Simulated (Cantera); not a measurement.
A perfectly stirred reactor is fed with CH₄ : C₂H₆ : O₂ : N₂ = 1 : 0.37 : 1.94 : 7.29 (molar parts), equivalence ratio 1.7, at 0.237 atm; it is adiabatic with a 598 K inlet, and is followed from long to short residence time, starting on the burning branch (τ in s: 0.024, 0.01, 0.0047, 0.0021, 0.00091, 0.00041, 0.00018, 8e-05, 3.5e-05, 1.6e-05, 6.9e-06, 3.1e-06).

Cantera simulation using GRI-Mech 3.0 (53 species, 325 reactions); the numbers are that mechanism's predictions, not measurements.

Problem. What does this change do: CH4 1 to 0.66 parts?

Solution. 
| quantity | before | after |
|---|---|---|
| blow-out, bracketed by the residence times tried | burning at 0.910 ms, out at 0.410 ms | burning at 0.410 ms, out at 0.180 ms |
| x(CH₄) at τ = 24.0 ms | 0.000696 | 1.69e-5 |
| x(C₂H₆) at τ = 24.0 ms | 4.97e-6 | 1.24e-6 |
| x(O₂) at τ = 24.0 ms | 0.000577 | 0.00111 |
| x(C₂H₂) at τ = 24.0 ms | 0.000752 | 5.97e-6 |
| x(N₂O) at τ = 24.0 ms | 5.18e-8 | 1.50e-8 |
| x(CH₄) at τ = 0.180 ms | 0.0943 | 0.0643 |
| x(C₂H₆) at τ = 0.180 ms | 0.0349 | 0.0361 |
| x(O₂) at τ = 0.180 ms | 0.183 | 0.189 |
| x(C₂H₂) at τ = 0.180 ms | <1e-12 | <1e-12 |
| x(N₂O) at τ = 0.180 ms | <1e-12 | <1e-12 |
